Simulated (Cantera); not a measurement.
# Hydrocarbon pyrolysis for carbon deposition

An isothermal, constant-pressure homogeneous reactor starts with 0.763 % C2H6, 99.1 % N2, 0.0991 % H2O, at 1000 K and 100.0 Torr.

Cantera simulation using GRI-Mech 3.0 (53 species, 325 reactions); the numbers are that mechanism's predictions, not measurements. GRI-Mech 3.0 stops at C3 and has no aromatics, soot or wall deposition, so with more carbon than oxygen in the feed, carbon stays in small species such as C2H2 where larger ones or solid carbon would form.

```csv
t (s),x C2H6,x CH4,x C2H2,x HCN,x CH2
2.00e-6,0.00763,<1e-12,<1e-12,<1e-12,<1e-12
1.38e-5,0.00763,<1e-12,<1e-12,<1e-12,<1e-12
9.46e-5,0.00763,2.33e-12,<1e-12,<1e-12,<1e-12
0.000650,0.00763,1.09e-10,<1e-12,<1e-12,<1e-12
0.00447,0.00763,4.74e-9,<1e-12,<1e-12,<1e-12
0.0308,0.00762,1.41e-7,4.88e-11,<1e-12,<1e-12
0.211,0.00748,3.56e-6,1.17e-7,<1e-12,1.38e-12
1.45,0.00624,4.05e-5,1.19e-5,<1e-12,1.40e-12
10.0,0.00142,0.000241,0.000403,<1e-12,<1e-12
```
x: mole fraction; the columns are a selection and need not sum to one.

Equilibrium at this temperature and pressure: C2H6 8.34e-7, CH4 0.00591, C2H2 0.000626, HCN 0.00632, CH2 <1e-12 (gas phase only).
